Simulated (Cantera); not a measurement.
**Thermodynamics of fluorocarbon and chlorocarbon gases, feed CF4 + F2 + HCl**

Feed: 1 mol CF4, a varied amount of F2, 0.34 mol HCl, equilibrated at 1250 K and 9300 Pa.

Cantera equilibrium calculation (NASA polynomials, part measured and part estimated; ideal gas, pure solids and liquids). Candidate condensed phases: C, C6H6, C7H8, C8H18; 118 gas species. Gases not in the tables: C2F6 and larger saturated fluorocarbons. The numbers say what is thermodynamically allowed, not how fast it happens.

At 0.082 mol F2 the condensed part is C(graphite). From 0.12 mol F2 to 0.35 mol F2 nothing is condensed. The main C-bearing gas is CF4 throughout.

| n(F2) (mol) | log p CF4 | log p HF | log p ClF | log p Cl2 | log p HCl | log p F | log p CClF3 | log p Cl | n C(graphite) |
|---|---|---|---|---|---|---|---|---|---|
| 0.082 | -1.21 | -1.80 | -6.80 | -2.17 | -2.21 | -8.21 | -2.80 | -3.19 | 0.0139 |
| 0.12 | -1.21 | -1.78 | -6.67 | -2.14 | -2.30 | -8.09 | -2.90 | -3.18 | 0 |
| 0.15 | -1.21 | -1.72 | -6.12 | -2.05 | -2.69 | -7.59 | -3.36 | -3.13 | 0 |
| 0.18 | -1.22 | -1.68 | -2.93 | -2.03 | -5.83 | -4.41 | -6.54 | -3.12 | 0 |
| 0.22 | -1.23 | -1.70 | -2.24 | -2.16 | -6.66 | -3.66 | -7.37 | -3.19 | 0 |
| 0.25 | -1.24 | -1.70 | -2.05 | -2.29 | -6.99 | -3.40 | -7.70 | -3.25 | 0 |
| 0.28 | -1.24 | -1.71 | -1.92 | -2.45 | -7.29 | -3.19 | -8.00 | -3.33 | 0 |
| 0.32 | -1.26 | -1.72 | -1.81 | -2.80 | -7.76 | -2.91 | -8.47 | -3.51 | 0 |
| 0.35 | -1.27 | -1.73 | -1.77 | -3.26 | -8.27 | -2.63 | -8.99 | -3.74 | 0 |
log p: log10 of the partial pressure in bar; n: condensed amount in mol.
